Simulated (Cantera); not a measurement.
## Reactions in the system Cl-N-Si

Source: NASA polynomial tables (part measured, part estimated), evaluated in Cantera. Values are per mole of reaction as written; species without (g) are pure solids or liquids, kept so even where they would boil at 1 bar.

3 SiCl2(g) + 2 N2(g) ⇌ 3 Cl2(g) + Si3N4

```
T (K)  ΔH° (kJ)  ΔS° (J/K)  ΔG° (kJ)  log10 K
-----  --------  ---------  --------  -------
1148     -224.5     -429.8     268.9   -12.24
1198     -222.5     -428.1     290.4   -12.66
1248     -220.4     -426.4     311.7   -13.05
1298     -218.3     -424.7     333.0   -13.40
1348     -216.0     -423.0     354.2   -13.72
```
